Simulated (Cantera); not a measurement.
Input: 1 mol SiCl₄, 5.4 mol O₂, 0.12 mol H₂, held at 3.15 Torr.

Cantera equilibrium calculation (NASA polynomials, part measured and part estimated; ideal gas, pure solids and liquids). Candidate condensed phases: H₂O, Si, SiO₂; 30 gas species. The tables hold silica as quartz up to 1696 K and as liquid above; real silica turns to tridymite and cristobalite and melts near 1996 K. Rates play no part.

Over these rows the condensed part is SiO₂(condensed). Partial pressures as log10 of bar:

```tsv
T (K)	1000/T (1/K)	log p SiO	log p O₂	log p Cl	log p HCl
1725	0.5797	-9.58	-2.65	-2.75	-3.92
1775	0.5634	?	-2.65	-2.74	-3.92
1825	0.5479	-8.29	-2.66	-2.74	-3.92
1875	0.5333	-7.70	-2.66	-2.73	-3.93
1925	0.5195	-7.14	-2.66	-2.73	-3.93
1975	0.5063	-6.61	-2.66	-2.73	-3.93
```

Q: Fit log p(SiO) = a + b·(1000/T) to the five rows, give the apparent enthalpy, and predict the row at 1775 K.

A: Means: 1000/T = 0.5373, log p = -7.864. Sxy = -0.129691, Sxx = 0.0032040, so b = -40.48 and a = -7.864 − (-40.48)×0.5373 = 13.89.
Apparent enthalpy: −19.145 × (-40.48) = 775 kJ/mol. With the condensed phases at unit activity, SiO₂(condensed) = SiO(g) + 1/2 O₂(g) links this pressure to the main gases: over the six rows their terms move log p by +0.01 in all, so the slope is close to that reaction's ΔH°. The five rows lie within 0.01 of the line.
Prediction at 1775 K: 13.89 + (-40.48)×0.5634 = -8.92. The computed value is -8.92, 0.00 from the line.
